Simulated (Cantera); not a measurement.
Input (Python, Cantera) and output of one run.

```python
import numpy as np
import cantera as ct

gas_names = """
    CL CL2 H HCL H2 Si SiCL SiCL2 SiCL3 SiCL4 SiH SiHCL3 SiH2 SiH2CL2 SiH3 SiH3CL SiH4 Si2 Si3
""".split()
cond_names = """
    Si(cr) Si(L)
""".split()


def load(file, names, dense=False):
    # The tables refer to 1 bar. Condensed volumes are neglected.
    table = {s.name: s for s in ct.Species.list_from_file(file)}
    out = []
    for n in names:
        d = dict(table[n].input_data)
        d["thermo"] = dict(d["thermo"], **{"reference-pressure": 1e5})
        if dense:
            d["equation-of-state"] = {"model": "constant-volume", "density": "1e6 g/cm^3"}
        out.append(ct.Species.from_dict(d))
    return out


gas = ct.Solution(thermo="ideal-gas", species=load("nasa_gas.yaml", gas_names))
cond = {s.name: ct.Solution(thermo="fixed-stoichiometry", species=[s], name=s.name)
        for s in load("nasa_condensed.yaml", cond_names, dense=True)}
atoms = {
    'SiCl4': {'Si': 1, 'CL': 4},
    'Cl2': {'CL': 2},
    'H2': {'H': 2},
    'HCl': {'H': 1, 'CL': 1},
}
top_T = {}  # K; cautious upper limits of use, not melting points


def equilibrate(T, P, feed):
    n = {}
    for name, mol in feed.items():
        for a, k in atoms[name].items():
            n[a] = n.get(a, 0.0) + k * mol
    gas.TPX = T, P, n
    mass = sum(n.values()) * gas.mean_molecular_weight
    gas.equilibrate("TP")
    valid = [c for c in cond.values() if c.min_temp <= T <= top_T.get(c.name, c.max_temp)]
    mix = ct.Mixture([(gas, mass / gas.mean_molecular_weight)] + [(c, 0.0) for c in valid])
    mix.T, mix.P = T, P
    mix.equilibrate("TP", solver="vcs", rtol=1e-11, max_steps=5000)
    return mix


results = []
feed = {'SiCl4': 1, 'Cl2': 1.6, 'H2': 0.96, 'HCl': 0.72}  # mol
T = 1573  # K
P = 10000  # Pa
mix = equilibrate(T, P, feed)
results.append((T, P, feed, dict(zip(mix.species_names, mix.species_moles))))
x = sorted(zip(gas.X, gas.species_names), reverse=True)
print(f"T = {T:g} K  P = {P:g} Pa  gas = {mix.phase_moles(0):.4g} mol")
print("   x: " + "  ".join(f"{s} {v:.3e}" for v, s in x if v > 0.0001))
print("   condensed (mol): " + ("  ".join(f"{mix.phase(i).name} {mix.phase_moles(i):.4g}"
      for i in range(1, mix.n_phases) if mix.phase_moles(i) > 1e-12) or "none"))
```

Result:

```
T = 1573 K  P = 10000 Pa  gas = 4.487 mol
   x: HCL 5.884e-01  SiCL4 2.227e-01  CL2 9.681e-02  CL 9.187e-02  SiCL3 1.870e-04
   condensed (mol): none
```

Cantera equilibrium calculation (NASA polynomials, part measured and part estimated; ideal gas, pure solids and liquids). The tables' values for SiCl3 are old estimates; treat these amounts as uncertain.
